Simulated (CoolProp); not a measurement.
Saturation properties of C3F8 (R218) (Tc = 345.0 K, pc = 2.640 MPa, ω = 0.317).

The numbers come from the reference Helmholtz-energy equation of state, Lemmon 2006 in CoolProp. It is a short technical equation, of lower accuracy than the large ones.

| T (K) | p (MPa) | liquid cp (kJ/(kg K)) | surface tension (mN/m) | liquid viscosity (µPa s) |
|---|---|---|---|---|
| 188.9 | 0.006110 | 0.8811 | 16.4 | 1090 |
| 195.8 | 0.01018 | 0.8935 | 15.5 | 935 |
| 202.8 | 0.01638 | 0.9064 | 14.6 | 806 |
| 209.7 | 0.02522 | 0.9196 | 13.7 | 702 |
| 216.6 | 0.03759 | 0.9332 | ___ | 616 |
| 223.6 | 0.05470 | 0.9475 | 12.0 | 542 |
| 230.5 | 0.07711 | 0.9621 | 11.2 | 481 |
| 237.4 | 0.1062 | 0.9774 | ___ | 428 |
| 244.4 | ___ | 0.9937 | 9.56 | 382 |

Question: Fill in the missing entries.

Answer: 
- 216.6, surface tension (mN/m): 12.9
- 237.4, surface tension (mN/m): 10.4
- 244.4, p (MPa): 0.1438

It boils at 236.4 K under 1 atm.

Viscosity comes from a separate model (Huber 2003), an estimate that may be off by 10 % or more. Surface tension comes from a separate correlation (Mulero 2012).
